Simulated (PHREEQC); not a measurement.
Make-up at 25 °C: 0.17 mol HCl, 7.1e-05 mol CuSO4 and 0.094 mol CuCl2 per kg of water. Closed to the air; pH follows from the charge balance.

Computed with PHREEQC (ion-association model, wateq4f.dat).

| quantity | before | after |
|---|---|---|
| pH | 0.88 | 1.21 |
| ionic strength (mol/kgw) | 0.413 | 0.664 |
| Cl- (mol/kgw) | 0.338 | 0.344 |
| Cu+2 (mol/kgw) | 0.0750 | 0.0585 |
| CuCl+ (mol/kgw) | 0.0178 | 0.0123 |
| CuCl2 (mol/kgw) | 0.00128 | 0.000770 |
| SI of Tenorite (CuO) | -7.56 | -7.08 |
| SI of Cu(OH)2 (Cu(OH)2) | -8.59 | -8.11 |

Task: Which change was made?
(A) diluted 5-fold with water
(B) diluted 2-fold with water
(C) CuSO4 left out
(D) 0.18 mol/kgw Na2SO4 added

Result: D, 0.18 mol/kgw Na2SO4 added

Precipitation was switched off in this run.
